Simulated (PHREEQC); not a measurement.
# Nickel, zinc or cadmium bath

Dissolve 6.7 mmol/kgw ZnSO4, 0.47 mmol/kgw NaCl and 160 mmol/kgw FeSO4 at 25 °C. Closed to the air; pH follows from the charge balance.

The numbers come from PHREEQC with the ion-association model, phreeqc.dat.

No solid was allowed to form.

Q: Predict the pH.

A: pH 5.81.

Q: In which forms is S present?

A: SO4-2 51 %, FeSO4 46 %, Zn(SO4)2-2 1.9 %, ZnSO4 1.6 % of the S.

Complexes and solids missing from the database can't appear.
